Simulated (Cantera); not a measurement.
A perfectly stirred reactor is fed with 7.94 % CH4, 0.318 % H2, 10.7 % O2, 81.0 % N2, at 7.90 atm; it is adiabatic with a 375 K inlet, and is followed from long to short residence time, starting on the burning branch (τ in s: 0.042, 0.017, 0.0068, 0.0027, 0.0011, 0.00044, 0.00018, 7.1e-05, 2.9e-05).

Model: GRI-Mech 3.0 (53 species, 325 reactions), integrated in Cantera.

Q: Predict: blow-out, bracketed by the residence times tried; x(CH4) at τ = 42.0 ms; x(H2) at τ = 42.0 ms; x(O2) at τ = 42.0 ms; x(HCN) at τ = 42.0 ms; x(CH4) at τ = 1.10 ms; x(H2) at τ = 1.10 ms; x(O2) at τ = 1.10 ms.

A: 
```json
{
 "blow_out_bracketed_by_the_residence_times_tried": "burning at 17.0 ms, out at 6.80 ms",
 "x(CH4) at τ = 42.0 ms": "0.0133",
 "x(H2) at τ = 42.0 ms": "0.0212",
 "x(O2) at τ = 42.0 ms": "0.00688",
 "x(HCN) at τ = 42.0 ms": "1.08e-8",
 "x(CH4) at τ = 1.10 ms": "0.0794",
 "x(H2) at τ = 1.10 ms": "0.00318",
 "x(O2) at τ = 1.10 ms": "0.107"
}
```
